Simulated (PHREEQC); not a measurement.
Consider water at 93 °C with 15.2 mmol/kgw HF, 10.6 mmol/kgw KF and 0.28 mmol/kgw H2SO4. Closed to the air; pH follows from the charge balance.

Computed with PHREEQC (ion-association model, phreeqc.dat).

The pH is 3.53, the ionic strength is 0.0111 mol/kgw and the total alkalinity is -15.8 meq/kg.

| species | molality | activity | log γ |
|---|---|---|---|
| HF | 0.0148 | 0.0149 | 0.001 |
| K+ | 0.0106 | 0.00931 | -0.055 |
| F- | 0.00980 | 0.00863 | -0.055 |
| HF2- | 0.000593 | 0.000523 | -0.054 |
| H+ | 0.000327 | 0.000293 | -0.047 |
| SO4-2 | 0.000226 | 0.000139 | -0.211 |
| KSO4- | 2.70e-5 | 2.39e-5 | -0.052 |
| HSO4- | 2.69e-5 | 2.37e-5 | -0.054 |
| OH- | 1.72e-9 | 1.51e-9 | -0.055 |

No solid was allowed to form. Constants without temperature data keep their 25 °C values here.
